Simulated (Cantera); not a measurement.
Input: 1 mol Hg, 2.9 mol H₂, at 1373.15 K and 0.0133 bar.

Method: chemical equilibrium by Gibbs-energy minimisation in Cantera with the NASA 1993 tables (ideal gas, pure condensed phases). Candidate condensed phases: Hg; 3 gas species. Kinetics and transport are ignored.

Base state: H₂ 0.744, Hg 0.256, H 2.49e-5 (mole fractions); condensed: gas only.

**Question.** What changes in the equilibrium state with this change: Hg replaced by Fe(CO)₅?

**Answer.** 
```csv
species,before,after
CO,0,0.633
H₂,0.744,0.367
H,2.49e-5,1.75e-5
Hg,0.256,0
H₂O,0,1.45e-5
CO₂,0,1.21e-5
"Fe(γ), mol",0,1.000
```
Further candidate phases: C, C₆H₆, C₇H₈, C₈H₁₈, Fe, Fe(CO)₅, FeO, Fe(OH)₂, Fe(OH)₃, Fe₂O₃, Fe₃O₄, H₂O.

**Question.** What changes in the equilibrium state with this change: Hg replaced by PbO?

**Answer.** 
```json
[
 {"species": "H₂", "before": "0.744", "after": "0.487"},
 {"species": "H₂O", "before": "0", "after": "0.256"},
 {"species": "Pb", "before": "0", "after": "0.256"},
 {"species": "Hg", "before": "0.256", "after": "0"},
 {"species": "Pb₂", "before": "0", "after": "2.35e-5"},
 {"species": "PbO", "before": "0", "after": "2.07e-5"},
 {"species": "H", "before": "2.49e-5", "after": "2.02e-5"}
]
```
Further candidate phases: H₂O, Pb, PbO, PbO₂, Pb₃O₄.
